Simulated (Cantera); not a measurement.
An isothermal, constant-pressure homogeneous reactor starts with H₂ : O₂ = 0.043 : 0.15 (molar parts), at 1000 K and 20.0 Torr.

Model: GRI-Mech 3.0 (53 species, 325 reactions), integrated in Cantera. Radical loss at walls, strong at low pressure, is not modelled. The temperature is held fixed by assumption; the heat of reaction is taken as removed at once.

x: mole fraction; the columns are a selection and need not sum to one.

| t (s) | x H₂ | x O₂ | x H₂O₂ | x H | x HO₂ | x O | x H₂O |
|---|---|---|---|---|---|---|---|
| 2.00e-5 | 0.223 | 0.777 | <1e-12 | 6.34e-11 | 6.74e-11 | 7.04e-12 | 3.47e-12 |
| 0.000120 | 0.223 | 0.777 | <1e-12 | 5.54e-10 | 4.13e-10 | 2.08e-10 | 3.69e-10 |
| 0.000719 | 0.223 | 0.777 | 1.21e-11 | 6.16e-7 | 2.29e-8 | ? | 9.19e-7 |
| 0.00431 | 0.00512 | 0.738 | 1.41e-6 | 0.00861 | 3.44e-5 | ? | 0.236 |
| 0.0258 | 9.99e-5 | 0.749 | 5.74e-7 | 7.86e-6 | 4.84e-6 | ? | 0.250 |
| 0.155 | 2.60e-6 | 0.749 | 1.21e-7 | 6.93e-8 | 3.14e-7 | ? | 0.251 |
| 0.928 | 9.53e-8 | 0.749 | 2.33e-8 | 1.75e-9 | 2.98e-8 | ? | 0.251 |
| 5.57 | 1.01e-8 | 0.749 | 4.55e-9 | 8.27e-11 | 4.28e-9 | ? | 0.251 |
| 33.4 | 1.44e-9 | 0.749 | 8.45e-10 | 4.89e-12 | 1.12e-9 | ? | 0.251 |
| 200 | 2.63e-10 | 0.749 | 1.71e-10 | <1e-12 | 1.23e-9 | ? | 0.251 |

Problem. Some entries are withheld; supply them.

Solution. 
- 0.000719, x O: 2.85e-7
- 0.00431, x O: 0.00897
- 0.0258, x O: 0.000111
- 0.155, x O: 4.71e-6
- 0.928, x O: 4.16e-7
- 5.57, x O: 5.46e-8
- 33.4, x O: 8.29e-9
- 200, x O: 1.50e-9
